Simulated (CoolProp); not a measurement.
Nitrogen at 293.15 K and 0.169 MPa flows at 0.05 m/s in a round tube of 100 mm bore and 15 µm roughness, fully developed (64/Re and Nu = 3.66 if laminar; Colebrook and Gnielinski if turbulent). Each further row changes one setting.

The numbers come from the reference Helmholtz-energy equation of state, Span 2000 in CoolProp.

```csv
case,Reynolds number,Darcy friction factor,pressure drop (Pa/m),heat-transfer coefficient (W/(m² K)),mass flow (kg/h)
as stated,___,0.116,0.00281,0.933,___
velocity 0.1 m/s,1110,0.0579,___,0.933,5.49
diameter 200 mm,1110,0.0579,0.000703,0.467,11.0
```

What belongs in the gaps?


- as stated, Reynolds number: 553
- as stated, mass flow (kg/h): 2.75
- velocity 0.1 m/s, pressure drop (Pa/m): 0.00563

Viscosity comes from a separate model (Lemmon 2004). Thermal conductivity comes from a separate model (Lemmon 2004).
